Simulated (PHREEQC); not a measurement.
# Metal-bearing waste water

A solution holds 0.04 mol/kgw FeCl3, 0.0022 mol/kgw CaCl2, 0.0003 mol/kgw NaHCO3 and 0.00098 mol/kgw Na2SO4, at 25 °C and 50 atm. Closed to the air; pH follows from the charge balance.

Model: ion-association model, phreeqc.dat, run in PHREEQC.

Each row changes one thing in this solution. This is a speciation only: nothing precipitates in the calculation.

```tsv
case	pH	ionic strength (mol/kgw)	Cl- (mol/kgw)	SO4-2 (mol/kgw)	HSO4- (mol/kgw)	NaSO4- (mol/kgw)	SI of Halite (NaCl)
as made	2.02	0.188	0.107	0.000105	3.74e-5	3.54e-7	-5.46
FeCl3 replaced by FeCl2 at the same molality	6.69	0.124	0.0828	0.000526	4.48e-9	2.05e-6	-5.54
0.0012 mol/kgw Ca(OH)2 added	2.06	0.191	0.108	0.000111	3.58e-5	3.72e-7	-5.46
temperature from 25 to 10 °C	2.10	0.194	0.108	0.000111	2.37e-5	3.41e-7	-5.44
CaCl2 left out	2.01	0.183	0.103	0.000102	3.70e-5	3.48e-7	-5.47
CaCl2 from 0.0022 to 0.0033 mol/kgw	2.02	0.191	0.110	0.000106	3.75e-5	3.58e-7	-5.45
CaCl2 from 0.0022 to 0.022 mol/kgw	2.05	0.240	0.144	0.000130	3.95e-5	4.05e-7	-5.35
```

Complexes and solids missing from the database can't appear. Some of these states are supersaturated (in Hematite (slow to form), Goethite (slow to form), Siderite, for instance). Under pressure, the constants of complexes without a molar volume in the database are unreliable. Constants without temperature data keep their 25 °C values here.
